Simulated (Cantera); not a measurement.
Input: 1 mol Si3N4, a varied amount of H2, equilibrated at 2025 K and 11.0 Pa.

These are equilibrium values from Cantera (NASA tables, ideal gas, pure condensed phases), not measurements of a reactor. Candidate condensed phases: Si, Si3N4; 18 gas species. Gases not in the tables: Si2H6 and higher silanes. The numbers say what is thermodynamically allowed, not how fast it happens.

Question: Which condensed phases are stable at each of these points (n(H2) (mol)): 0.27, 0.33, 0.42, 0.52, 0.65, 0.81, 1, 1.3?

Answer: 
```
n(H2) (mol)  condensed phases  Si condensed (%)
-----------  ----------------  ----------------
0.27                    Si(l)               6.8
0.33                    Si(l)               3.9
0.42                 gas only               0.0
0.52                 gas only               0.0
0.65                 gas only               0.0
0.81                 gas only               0.0
1                    gas only               0.0
1.3                  gas only               0.0
```

From 0.27 mol H2 to 0.33 mol H2 the condensed part is Si(l). From 0.42 mol H2 to 1.3 mol H2 nothing is condensed.
